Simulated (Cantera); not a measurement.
Premixed flame

A freely propagating, adiabatic, planar premixed flame of 6.90 % CH₄, 18.6 % O₂, 74.5 % N₂, unburnt at 525 K and 0.200 bar; multicomponent transport, grid criteria slope 0.08 and curve 0.16, no radiation.

Detailed kinetics in Cantera: GRI-Mech 3.0 (53 species, 325 reactions). Burning velocities carry a grid error of a few per cent, more on coarse grids.

```tsv
z (mm)	T (K)	u (m/s)	x CH₄	x O₂	x CH₂	x HCN	x C₂H₂	x HCO
-5.16	525	1.02	0.0689	0.186	<1e-8	<1e-8	<1e-8	<1e-8
-3.44	526	1.02	0.0688	0.186	<1e-8	<1e-8	<1e-8	<1e-8
-2.58	529	1.03	0.0685	0.185	<1e-8	<1e-8	<1e-8	<1e-8
-1.72	563	1.10	0.0666	0.183	<1e-8	<1e-8	1.23e-7	<1e-8
-0.860	837	1.65	0.0510	0.162	2.71e-7	6.23e-8	2.37e-6	3.33e-7
-0.430	1166	2.32	0.0297	0.131	5.87e-6	1.92e-7	8.04e-6	8.47e-6
0	1494	2.99	0.00808	0.0932	2.23e-5	4.15e-7	1.44e-5	4.26e-5
0.430	1630	3.26	0.000794	0.0702	4.94e-6	3.48e-7	2.29e-6	1.49e-5
0.860	1664	3.32	4.60e-5	0.0618	3.20e-7	1.43e-7	6.76e-8	1.19e-6
1.72	1700	3.38	1.35e-7	0.0568	<1e-8	1.62e-8	<1e-8	1.33e-8
3.44	1748	3.46	<1e-8	0.0541	<1e-8	<1e-8	<1e-8	<1e-8
6.88	1808	3.57	<1e-8	0.0524	<1e-8	<1e-8	<1e-8	<1e-8
13.8	1874	3.68	<1e-8	0.0510	<1e-8	<1e-8	<1e-8	<1e-8
```
x: mole fraction of selected species; z is measured from the peak of heat release.

The laminar burning velocity comes out as 102 cm/s. The thermal thickness is 1.72 mm, the peak x(CH₂) is 2.25e-5 and the peak x(HCN) comes out as 4.43e-7. The peak x(C₂H₂) is 1.48e-5. The peak x(HCO) is 4.30e-5.
